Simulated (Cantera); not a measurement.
Feed: 1 mol BF₃, 1.5 mol H₂O, 3.2 mol H₂, 0.17 mol O₂, at 1.33 mbar.

These are equilibrium values from Cantera (NASA tables, ideal gas, pure condensed phases), not measurements of a reactor. Candidate condensed phases: B, B₂O₃, B₃O₃H₃, H₂O; 43 gas species. Gases not in the tables: H₃BO₃. Rates play no part.

Question: At 1698 K, list the 5 most abundant gas species with their mole fractions, and the condensed phases.

Answer: H₂ 0.425, HF 0.315, BOF 0.132, H₂O 0.108, HBO₂ 0.0168. Condensed: gas only.
